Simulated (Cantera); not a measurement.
A Cantera script and what it prints.

```python
import numpy as np
import cantera as ct

gas_names = """
    Cu CuF CuF2 CuO Cu2 F FO FO2 F2 F2O O O2 O3
""".split()
cond_names = """
    Cu(cr) Cu(L) CuF2(s) CuF2(L) CuO(s) Cu2O(s) Cu2O(L)
""".split()


def load(file, names, dense=False):
    # The tables refer to 1 bar. Condensed volumes are neglected.
    table = {s.name: s for s in ct.Species.list_from_file(file)}
    out = []
    for n in names:
        d = dict(table[n].input_data)
        d["thermo"] = dict(d["thermo"], **{"reference-pressure": 1e5})
        if dense:
            d["equation-of-state"] = {"model": "constant-volume", "density": "1e6 g/cm^3"}
        out.append(ct.Species.from_dict(d))
    return out


gas = ct.Solution(thermo="ideal-gas", species=load("nasa_gas.yaml", gas_names))
cond = {s.name: ct.Solution(thermo="fixed-stoichiometry", species=[s], name=s.name)
        for s in load("nasa_condensed.yaml", cond_names, dense=True)}
atoms = {
    'CuO': {'Cu': 1, 'O': 1},
    'F2': {'F': 2},
    'O2': {'O': 2},
}
top_T = {'CuO(s)': 1390}  # K; cautious upper limits of use, not melting points


def equilibrate(T, P, feed):
    n = {}
    for name, mol in feed.items():
        for a, k in atoms[name].items():
            n[a] = n.get(a, 0.0) + k * mol
    gas.TPX = T, P, n
    mass = sum(n.values()) * gas.mean_molecular_weight
    gas.equilibrate("TP")
    valid = [c for c in cond.values() if c.min_temp <= T <= top_T.get(c.name, c.max_temp)]
    mix = ct.Mixture([(gas, mass / gas.mean_molecular_weight)] + [(c, 0.0) for c in valid])
    mix.T, mix.P = T, P
    mix.equilibrate("TP", solver="vcs", rtol=1e-11, max_steps=5000)
    return mix


results = []
T = 1050  # K
P = 133.322  # Pa
for m in [0.52, 0.61, 0.72, 0.85, 1, 1.2, 1.4, 1.6, 1.9, 2.2, 2.6, 3.1]:
    feed = {'CuO': 1, 'F2': m, 'O2': 4.2}  # mol
    mix = equilibrate(T, P, feed)
    results.append((T, P, feed, dict(zip(mix.species_names, mix.species_moles))))

top = {s: max(r[3][s] / sum(r[3][g] for g in gas_names) for r in results) for s in gas_names}
cols = sorted((s for s in top if top[s] > 0.001), key=lambda s: -top[s])[:7]
seen = [c for c in cond_names if any(r[3].get(c, 0) > 1e-12 for r in results)]
print("log10 of partial pressures in bar; condensed amounts in mol")
print(f"{'n(F2)':>10s}" + "".join(f"{s[:9]:>10s}" for s in cols + seen))
for T, P, feed, n in results:
    ng = sum(n[g] for g in gas_names)
    print(f"{feed['F2']:10.4g}" + "".join(f"{np.log10(max(n[s] / ng * P / 1e5, 1e-99)):10.3f}" for s in cols)
          + "".join(f"{n.get(c, 0):10.4g}" for c in seen))
```

It prints:

```
log10 of partial pressures in bar; condensed amounts in mol
     n(F2)        O2         F      CuF2        F2       CuF   CuF2(s)    CuO(s)
      0.52    -2.895    -9.477    -4.294   -17.349    -5.103    0.3281    0.4662
      0.61    -2.895    -9.477    -4.294   -17.349    -5.103    0.4162     0.376
      0.72    -2.895    -9.477    -4.294   -17.349    -5.103    0.5238    0.2659
      0.85    -2.895    -9.477    -4.294   -17.349    -5.103     0.651    0.1357
         1    -2.892    -7.290    -4.294   -12.974    -7.290    0.8136         0
       1.2    -2.927    -4.001    -4.294    -6.395   -10.580     0.798         0
       1.4    -2.960    -3.735    -4.294    -5.864   -10.845    0.7823         0
       1.6    -2.990    -3.592    -4.294    -5.577   -10.989    0.7667         0
       1.9    -3.031    -3.460    -4.294    -5.314   -11.120    0.7434         0
       2.2    -3.069    -3.375    -4.294    -5.144   -11.205    0.7202         0
       2.6    -3.114    -3.298    -4.294    -4.990   -11.282    0.6895         0
       3.1    -3.165    -3.233    -4.294    -4.861   -11.347    0.6511         0
```

Method: chemical equilibrium by Gibbs-energy minimisation in Cantera with the NASA 1993 tables (ideal gas, pure condensed phases). Mutual solubility and eutectic melting of coexisting phases are not modelled.
